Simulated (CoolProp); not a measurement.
Model: reference Helmholtz-energy equation of state, Thol 2018, in CoolProp.

Problem. For hydrogen chloride, give the phase and the density (kg/m³), cv (kJ/(kg K)), Joule-Thomson coefficient (K/MPa), expansivity (1/kK) at 561.6 K and 3.68 MPa.

Solution. 
- 561.6 K and 3.68 MPa: gas; density 29.5, cv 0.585, Joule-Thomson coefficient 4.28, expansivity 1.97
